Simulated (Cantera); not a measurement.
Cantera with NASA thermochemical tables; ideal gases at 1 bar, condensed phases pure. Values are per mole of reaction as written; species without (g) are pure solids or liquids, kept so even where they would boil at 1 bar.

6 OH(g) + 3 I₂ = 2 O₃(g) + 6 HI(g), with ΔH° = 205.5 kJ and ΔS° = 266.2 J/K at 300 K.

**Question.** How far is the shortcut ΔG° ≈ ΔH°(300 K) − T·ΔS°(300 K) from the full temperature-dependent value at 423, 473, 523, 573 K?

**Answer.** 
```tsv
T (K)	shortcut (kJ)	full (kJ)	difference (kJ)	difference in log10 K	condensed phases
423	92.9	99.5	-6.6	0.81	I₂(l)
473	79.6	94.5	-14.9	1.65	I₂(l)
523	66.3	90.3	-24.0	2.40	I₂(l)
573	53.0	86.8	-33.8	3.08	I₂(l)
```
The shortcut ignores heat capacities and the phase changes listed.
